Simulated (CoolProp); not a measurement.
The numbers come from the reference Helmholtz-energy equation of state, Gao 2022 in CoolProp.

Q: For n-perfluorobutane, give the phase and the speed of sound (m/s), Joule-Thomson coefficient (K/MPa), fugacity coefficient at 59.05 °C and 0.505 MPa.

A: 
- 59.05 °C and 0.505 MPa: gas; speed of sound 95.7, Joule-Thomson coefficient 13.1, fugacity coefficient 0.883
